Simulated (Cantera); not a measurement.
An isothermal, constant-pressure homogeneous reactor starts with H₂ : O₂ = 0.46 : 1 (molar parts), equivalence ratio 0.23, at 975 K and 0.0132 atm. Integrator tolerance rtol = 1e-08.

Detailed kinetics in Cantera: the H2/O2 subset of GRI-Mech 3.0, which has no nitrogen chemistry. Radical loss at walls, strong at low pressure, is not modelled. The temperature is held fixed by assumption; the heat of reaction is taken as removed at once.

### Question
What does this change do: temperature 975 to 1400 K?

### Answer
```tsv
quantity	before	after
x(H₂) at 3.00 s	9.82e-8 (gas-phase equilibrium 1.68e-10)	2.78e-6 (gas-phase equilibrium 1.86e-6)
x(O₂) at 3.00 s	0.626 (gas-phase equilibrium 0.626)	0.626 (gas-phase equilibrium 0.626)
x(H₂O₂) at 3.00 s	1.59e-8 (gas-phase equilibrium 6.93e-11)	4.68e-9 (gas-phase equilibrium 3.82e-9)
x(OH) at 3.00 s	1.20e-5 (gas-phase equilibrium 5.23e-7)	0.000282 (gas-phase equilibrium 0.000231)
x(HO₂) at 3.00 s	1.72e-8 (gas-phase equilibrium 9.21e-10)	1.22e-7 (gas-phase equilibrium 1.35e-7)
x(H₂O) at 3.00 s	0.374 (gas-phase equilibrium 0.374)	0.374 (gas-phase equilibrium 0.374)
x(H) at 3.00 s	1.42e-9 (gas-phase equilibrium <1e-12)	1.06e-7 (gas-phase equilibrium 5.79e-8)
```
